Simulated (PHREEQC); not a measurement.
A solution holds 2 mol NaCl, 0.34 mol SrCl2 and 1.3 mol MgCl2 per kg of water, at 20 °C. Closed to the air; pH follows from the charge balance.

Model: Pitzer model, pitzer.dat, run in PHREEQC.

Each row changes one thing in this solution. Precipitation was switched off in this run.

| case | MgOH+ (mol/kgw) | SI of Halite (NaCl) | SI of Bischofite (MgCl2:6H2O) |
|---|---|---|---|
| as made | 9.89e-7 | -0.44 | -3.31 |
| diluted 5-fold with water | 2.43e-7 | -2.29 | -6.23 |
| SrCl2 left out | 8.48e-7 | -0.59 | -3.60 |
| diluted 10-fold with water | 1.73e-7 | -2.88 | -7.09 |
| NaCl from 2 to 0.4 mol/kgw | 7.81e-7 | -1.45 | -3.92 |
| SrCl2 replaced by SrBr2 at the same molality | 1.04e-6 | -0.48 | -3.39 |
